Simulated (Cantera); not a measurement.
What does this Cantera script print?

```python
import numpy as np
import cantera as ct

gas_names = [...]  # 109 gases of nasa_gas.yaml made of C, Cl, H, Si
cond_names = """
    C(gr) C6H6(L) C7H8(L) C8H18(L),n-octa Si(cr) Si(L) SiC(b)
""".split()


# ... load() reads the species with a 1 bar reference pressure and builds the phases ...
atoms = {
    'CH3SiH3': {'C': 1, 'H': 6, 'Si': 1},
    'HCl': {'H': 1, 'CL': 1},
    'H2': {'H': 2},
    'CH4': {'C': 1, 'H': 4},
}
top_T = {'C(gr)': 4500, 'SiC(b)': 3050}  # K; cautious upper limits of use, not melting points


# ... equilibrate(T, P, feed) seeds the gas with the atoms and calls Mixture.equilibrate('TP', solver="vcs", rtol=1e-11, max_steps=5000) ...
results = []
feed = {'CH3SiH3': 1, 'HCl': 0.31, 'H2': 5.1, 'CH4': 0.086}  # mol
P = 100  # Pa
for T in [1373, 1573, 1773, 1973, 2173, 2373, 2573]:
    mix = equilibrate(T, P, feed)
    results.append((T, P, feed, dict(zip(mix.species_names, mix.species_moles))))

top = {s: max(r[3][s] / sum(r[3][g] for g in gas_names) for r in results) for s in gas_names}
cols = sorted((s for s in top if top[s] > 0.001), key=lambda s: -top[s])[:6]
seen = [c for c in cond_names if any(r[3].get(c, 0) > 1e-12 for r in results)]
print("log10 of partial pressures in bar; condensed amounts in mol")
print(f"{'T/K':>10s}" + "".join(f"{s[:9]:>10s}" for s in cols + seen))
for T, P, feed, n in results:
    ng = sum(n[g] for g in gas_names)
    print(f"{T:10.4g}" + "".join(f"{np.log10(max(n[s] / ng * P / 1e5, 1e-99)):10.3f}" for s in cols)
          + "".join(f"{n.get(c, 0):10.4g}" for c in seen))
```

Result:

```
log10 of partial pressures in bar; condensed amounts in mol
       T/K        H2         H        Si       HCL      SiC2        CL     C(gr)    SiC(b)
      1373    -3.016    -6.986   -11.784    -4.443   -15.059    -8.494   0.08607    0.9999
      1573    -3.017    -5.899    -9.279    -4.444   -11.778    -7.426   0.08603    0.9996
      1773    -3.020    -5.056    -7.344    -4.450    -9.250    -6.600   0.08492    0.9988
      1973    -3.035    -4.388    -5.806    -4.471    -7.244    -5.950   0.09138    0.9829
      2173    -3.098    -3.866    -4.554    -4.551    -5.616    -5.455    0.3202    0.6713
      2373    -3.255    -3.483    -4.153    -4.730    -4.908    -5.103    0.6984         0
      2573    -3.520    -3.224    -4.266    -5.030    -4.763    -4.887    0.3894         0
```

These are equilibrium values from Cantera (NASA tables, ideal gas, pure condensed phases), not measurements of a reactor. The feed counts by its element totals alone. The tables' values for SiCl are old estimates; treat these amounts as uncertain. Gases not in the tables: Si2H6 and higher silanes.
